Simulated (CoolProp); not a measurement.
Vapour-liquid equilibrium of R113 (1) + acetone (2) at 13.3 kPa; x and y are mole fractions of (1).

Values from CoolProp's multi-fluid Helmholtz-energy mixture model, Marx 1992 and Lemmon 2006; pair parameters Bell 2016.

Give the bubble temperature and the first vapour's composition at x = 0.05, 0.5, 0.725. Is there an azeotrope?

x = 0.05: 276.9 K, y = 0.187; x = 0.5: 268.7 K, y = 0.629; x = 0.725: 268.3 K, y = 0.715. y crosses x between x = 0.65 and 0.725: the model has an azeotrope there.

The pair parameters rest on a limited set of measurements; away from them the model extrapolates.
